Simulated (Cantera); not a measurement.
# Thermodynamics of metals in furnace atmospheres, feed Fe + CO + H2

Charge: 1 mol Fe, 3.1 mol CO, 7 mol H2, equilibrated at 13.3 mbar.

Equilibrium computed with Cantera from the NASA thermochemical tables; the gas is ideal and each condensed phase is pure. Candidate condensed phases: C, C6H6, C7H8, C8H18, Fe, Fe(CO)5, FeO, Fe(OH)2, Fe(OH)3, Fe2O3, Fe3O4, H2O; 114 gas species. Equilibrium is a limit: real reactors are often held back by kinetics, nucleation or transport.

```tsv
T (°C)	x H2	x CO	x H	x Fe	x CH4	x H2O	x CO2	x C2H2 (acetylene)	n Fe(γ)	n Fe(δ)
1027	0.693	0.307	7.98e-6	8.19e-8	4.01e-5	3.25e-5	8.16e-6	2.53e-7	1.000	0
1077	0.693	0.307	1.72e-5	3.22e-7	2.67e-5	2.25e-5	5.07e-6	4.48e-7	1.000	0
1127	0.693	0.307	3.51e-5	1.15e-6	1.80e-5	1.62e-5	3.31e-6	7.41e-7	1.000	0
1177	0.693	0.307	6.82e-5	3.74e-6	1.22e-5	1.22e-5	2.28e-6	1.13e-6	1.000	0
1227	0.693	0.307	0.000127	1.13e-5	8.23e-6	9.73e-6	1.67e-6	1.57e-6	1.000	0
1277	0.693	0.307	0.000227	3.14e-5	5.48e-6	8.16e-6	1.29e-6	1.97e-6	1.000	0
1327	0.693	0.307	0.000392	8.22e-5	3.61e-6	7.16e-6	1.06e-6	2.28e-6	0.999	0
1377	0.692	0.307	0.000655	0.000203	2.38e-6	6.50e-6	8.96e-7	2.48e-6	0.998	0
1427	0.692	0.307	0.00106	0.000472	1.58e-6	6.04e-6	7.83e-7	2.59e-6	0	0.995
```
x: gas mole fraction; n: condensed amount in mol.

From 1027 °C to 1377 °C the condensed part is Fe(γ). At 1427 °C the condensed part is Fe(δ). The main Fe-bearing gas is Fe throughout.
